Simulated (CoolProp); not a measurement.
Properties of oxygen along the isobar 5.82 MPa.

The numbers come from the reference Helmholtz-energy equation of state, Schmidt 1985 in CoolProp.

```tsv
T (K)	phase	density (kg/m³)	cp (kJ/(kg K))	Joule-Thomson coefficient (K/MPa)	conductivity (mW/(m K))	Prandtl number
116	liquid	1021	1.782	-0.1928	119	1.72
124.4	liquid	970.5	1.866	-0.1018	107	1.68
132.8	liquid	913.1	2.005	0.04079	95.1	1.69
141.1	liquid	845.0	2.263	0.2854	83.1	1.79
149.5	liquid	750.7	2.951	0.8231	70.4	2.16
157.8	supercritical	508.6	14.81	3.671	56.0	7.84
166.2	supercritical	233.5	2.972	6.498	28.3	1.75
174.6	supercritical	190.1	1.965	6.163	25.1	1.26
182.9	supercritical	166.3	1.619	5.719	24.0	1.09
191.3	supercritical	149.9	1.437	5.292	23.7	0.994
199.7	supercritical	137.5	1.326	4.904	23.7	0.936
208	supercritical	127.7	1.251	4.561	23.9	0.897
216.4	supercritical	119.6	1.197	4.249	24.2	0.868
224.7	supercritical	112.7	1.156	3.972	24.6	0.846
233.1	supercritical	106.8	1.125	3.718	25.0	0.829
```

The peak of cp marks the crossing from liquid-like to gas-like fluid above the critical point.

Viscosity comes from a separate model (Lemmon 2004). Thermal conductivity comes from a separate model (Lemmon 2004).
